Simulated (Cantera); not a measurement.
Cantera run, input and output.

```python
import numpy as np
import cantera as ct

gas = ct.Solution("gri30.yaml")
gas.TPX = 2000, 97000, {'CH4': 1, 'CO2': 2.7}
reactor = ct.IdealGasConstPressureReactor(gas, energy="off", clone=False)
net = ct.ReactorNet([reactor])
net.rtol, net.atol = 1e-08, 1e-18
show = ['CH4', 'CO2', 'H2O2', 'HCO', 'O2', 'H']
times = np.geomspace(9e-06, 7, 9)

steps = ct.SolutionArray(gas, extra=["t"])
rows = []
print(f"{'t/s':>10s}{'T/K':>9s}{'P/Pa':>11s}" + "".join(f"{s:>11s}" for s in show))
for t in times:
    while net.time < t:
        t_next = net.step()
        steps.append(gas.state, t=t_next)
    rows.append([np.interp(t, steps.t, y) for y in (steps.T, steps.P, *steps(*show).X.T)])
    print(f"{t:10.3e}{rows[-1][0]:9.1f}{rows[-1][1]:11.4g}" + "".join(f"{x:11.3e}" for x in rows[-1][2:]))
rate = np.gradient(steps.T, steps.t)
print("integrator steps:", len(steps.t))
if steps.T.max() > steps.T[0] + 200:
    print(f"time of steepest temperature rise: {steps.t[rate.argmax()]:.4e} s")
gas.TPX = 2000, 97000, {'CH4': 1, 'CO2': 2.7}
gas.equilibrate("TP")
print(f"equilibrium (TP): T = {gas.T:.1f} K  " + "  ".join(f"{s} {gas[s].X[0]:.3e}" for s in show))
```

It prints:

```
       t/s      T/K       P/Pa        CH4        CO2       H2O2        HCO         O2          H
 9.000e-06   2000.0    9.7e+04  2.653e-01  7.280e-01  2.793e-13  4.219e-08  1.792e-11  2.479e-05
 4.905e-05   2000.0    9.7e+04  2.151e-01  7.032e-01  4.184e-12  3.020e-06  4.190e-10  1.929e-04
 2.673e-04   2000.0    9.7e+04  7.909e-02  5.428e-01  3.379e-11  1.439e-06  7.947e-09  4.239e-04
 1.457e-03   2000.0    9.7e+04  9.122e-03  2.878e-01  3.026e-10  5.426e-07  8.661e-08  4.459e-04
 7.937e-03   2000.0    9.7e+04  3.988e-03  1.617e-01  1.621e-10  2.158e-07  9.082e-08  5.993e-04
 4.325e-02   2000.0    9.7e+04  9.970e-05  1.201e-01  9.011e-11  1.210e-07  8.392e-08  6.531e-04
 2.357e-01   2000.0    9.7e+04  6.346e-10  1.198e-01  9.965e-11  1.260e-07  9.339e-08  6.900e-04
 1.285e+00   2000.0    9.7e+04  6.346e-10  1.198e-01  9.965e-11  1.260e-07  9.339e-08  6.900e-04
 7.000e+00   2000.0    9.7e+04  6.346e-10  1.198e-01  9.965e-11  1.260e-07  9.339e-08  6.900e-04
integrator steps: 1897
equilibrium (TP): T = 2000.0 K  CH4 6.955e-10  CO2 1.198e-01  H2O2 9.965e-11  HCO 1.260e-07  O2 9.339e-08  H 6.900e-04
```

Cantera simulation using GRI-Mech 3.0 (53 species, 325 reactions); the numbers are that mechanism's predictions, not measurements.
